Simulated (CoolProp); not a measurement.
Methanol along the isobar 6.93 MPa: fugacity coefficient from the reference equation and from simpler models built on Tc = 513.4 K, pc = 8.216 MPa, ω = 0.565; each cubic takes its own stable root.

Model: reference Helmholtz-energy equation of state, de Reuck 1993, in CoolProp.

```tsv
T (K)	phase	reference	Redlich-Kwong	Soave-Redlich-Kwong
208.4	liquid	…	0.0001077	8.901e-7
230.4	liquid	2.586e-5	0.0006303	1.225e-5
252.4	liquid	0.0001587	0.002505	9.886e-5
274.3	liquid	0.0007035	…	0.0005320
296.3	liquid	0.002455	0.01825	…
318.3	liquid	0.007047	…	0.006715
340.2	liquid	…	0.06937	0.01747
362.2	liquid	…	0.1153	…
384.2	liquid	0.07172	…	0.07751
```

Q: Complete the blanks.

A: 
- 208.4, reference: 2.766e-6
- 274.3, Redlich-Kwong: 0.007486
- 296.3, Soave-Redlich-Kwong: 0.002129
- 318.3, Redlich-Kwong: 0.03791
- 340.2, reference: 0.01721
- 362.2, reference: 0.03708
- 362.2, Soave-Redlich-Kwong: 0.03917
- 384.2, Redlich-Kwong: 0.1771
